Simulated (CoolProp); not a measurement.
Vapour pressure (bar) of n-decane: the reference equation beside estimates from Tc = 344.5 °C, pc = 21.01 bar, ω = 0.488. Clausius-Clapeyron is anchored at 196.25 °C with a constant enthalpy of vaporisation of 37.21 kJ/mol.

Computed with CoolProp (reference Helmholtz-energy equation of state, Lemmon 2006). It is a short technical equation, of lower accuracy than the large ones.

```tsv
T (°C)	reference	Lee-Kesler	Clausius-Clapeyron	van der Waals	Redlich-Kwong	Peng-Robinson
163.15	0.7601	0.7602	0.8360	4.410	1.982	0.7648
179.65	1.164	1.168	1.215	5.308	2.680	1.169
196.25	1.723	1.734	1.723	6.323	3.544	1.730
212.75	2.466	2.485	2.382	7.448	4.579	2.478
229.35	3.442	3.469	3.229	8.700	5.814	3.463
245.85	4.682	4.716	4.285	10.07	7.252	4.717
262.45	6.247	6.288	5.598	11.57	8.924	6.306
278.95	8.173	8.220	7.185	13.20	10.83	8.263
```

Absolute difference from the reference over all 8 rows, mean and median: Lee-Kesler 0.6 and 0.6 %, Clausius-Clapeyron 6.9 and 7.3 %, van der Waals 215.0 and 177.4 %, Redlich-Kwong 85.2 and 77.3 %, Peng-Robinson 0.7 and 0.6 %.
